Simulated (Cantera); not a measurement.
# Low-pressure radical oxidation in H2/O2

An isothermal, constant-pressure homogeneous reactor starts with H₂ : O₂ : N₂ = 0.42 : 1 : 0.6 (molar parts), equivalence ratio 0.21, at 1400 K and 0.00910 bar.

Model: GRI-Mech 3.0 (53 species, 325 reactions), integrated in Cantera. Radical loss at walls, strong at low pressure, is not modelled. The temperature is held fixed by assumption; the heat of reaction is taken as removed at once.

```json
[
 {"t (s)": "4.00e-5", "x H₂": "0.208", "x O₂": "0.495", "x NO": "<1e-12", "x N₂O": "<1e-12", "x O": "1.63e-8", "x H₂O": "1.18e-8", "x H": "6.14e-8"},
 {"t (s)": "0.000252", "x H₂": "0.208", "x O₂": "0.495", "x NO": "<1e-12", "x N₂O": "<1e-12", "x O": "1.20e-6", "x H₂O": "3.26e-6", "x H": "2.48e-6"},
 {"t (s)": "0.00159", "x H₂": "0.0146", "x O₂": "0.377", "x NO": "1.07e-7", "x N₂O": "8.74e-10", "x O": "0.0729", "x H₂O": "0.149", "x H": "0.0737"},
 {"t (s)": "0.0100", "x H₂": "0.0131", "x O₂": "0.383", "x NO": "1.71e-6", "x N₂O": "1.30e-9", "x O": "0.0654", "x H₂O": "0.160", "x H": "0.0621"},
 {"t (s)": "0.0632", "x H₂": "0.00697", "x O₂": "0.411", "x NO": "5.93e-6", "x N₂O": "2.09e-9", "x O": "0.0297", "x H₂O": "0.201", "x H": "0.0198"},
 {"t (s)": "0.399", "x H₂": "0.000356", "x O₂": "0.435", "x NO": "6.95e-6", "x N₂O": "6.78e-9", "x O": "0.00140", "x H₂O": "0.230", "x H": "0.000206"},
 {"t (s)": "2.51", "x H₂": "1.33e-5", "x O₂": "0.436", "x NO": "6.97e-6", "x N₂O": "9.68e-9", "x O": "5.23e-5", "x H₂O": "0.232", "x H": "1.48e-6"},
 {"t (s)": "15.9", "x H₂": "1.90e-6", "x O₂": "0.436", "x NO": "6.97e-6", "x N₂O": "3.77e-9", "x O": "7.48e-6", "x H₂O": "0.232", "x H": "8.02e-8"},
 {"t (s)": "100", "x H₂": "1.67e-6", "x O₂": "0.436", "x NO": "6.98e-6", "x N₂O": "2.62e-9", "x O": "6.60e-6", "x H₂O": "0.232", "x H": "6.64e-8"}
]
```
x: mole fraction; the columns are a selection and need not sum to one.

Equilibrium at this temperature and pressure: H₂ 1.67e-6, O₂ 0.436, NO 0.000680, N₂O 2.67e-9, O 6.59e-6, H₂O 0.232, H 6.64e-8 (gas phase only).
